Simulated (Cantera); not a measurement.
A diamond (100) surface in a fixed gas of H2 with x(CH4) = 0.004, x(H) = 0.0011, at 1323 K, 7200 Pa; coverages are run to steady state.

Model: the Harris–Goodwin 1993 mechanism for the reconstructed diamond (100) surface, integrated in Cantera.

θ: site fractions in the mechanism's names (c6HH fully hydrogenated, c6H* and c6*H radical sites, c6** diradical, c6HM methylated).

```tsv
x(CH3)	growth (µm/h)	θ c6HH	θ c6H*	θ c6*H	θ c6**	θ c6HM
1e-06	0.00755	0.416	0.0490	0.504	0.0312	1.82e-6
2.1e-06	0.0159	0.416	0.0490	0.504	0.0312	3.82e-6
4.5e-06	0.0340	0.416	0.0490	0.504	0.0312	8.19e-6
9.7e-06	___	0.416	0.0490	0.504	0.0312	___
2.1e-05	0.158	0.416	0.0490	0.504	0.0311	3.82e-5
4.4e-05	0.330	0.416	0.0490	0.504	0.0310	7.99e-5
9.4e-05	0.702	0.416	0.0489	0.504	0.0308	0.000170
0.0002	___	0.415	0.0489	0.503	0.0304	___
0.00043	3.09	0.415	0.0488	0.502	0.0296	0.000768
```

Problem. Fill in the missing entries.

Solution. 
- 9.7e-06, growth (µm/h): 0.0732
- 9.7e-06, θ c6HM: 1.76e-5
- 0.0002, growth (µm/h): 1.47
- 0.0002, θ c6HM: 0.000361
